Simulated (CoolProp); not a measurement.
Vapour-liquid equilibrium of hydrogen sulfide (1) + n-butane (2) at 309 K; x and y are mole fractions of (1).

Model: multi-fluid Helmholtz-energy mixture model, Lemmon 2006 and Bücker 2006; pair parameters Kunz 2012, in CoolProp.

Problem. Give the bubble pressure and the first vapour's composition at x = 0.05, 0.2, 0.5. Is there an azeotrope?

Solution. x = 0.05: 0.5165 MPa, y = 0.349; x = 0.2: 1.001 MPa, y = 0.681; x = 0.5: 1.722 MPa, y = 0.848. No azeotrope shows between x = 0.05 and 0.95.

Pair parameters are fitted to limited data, so mixtures are less certain than the pure fluids.
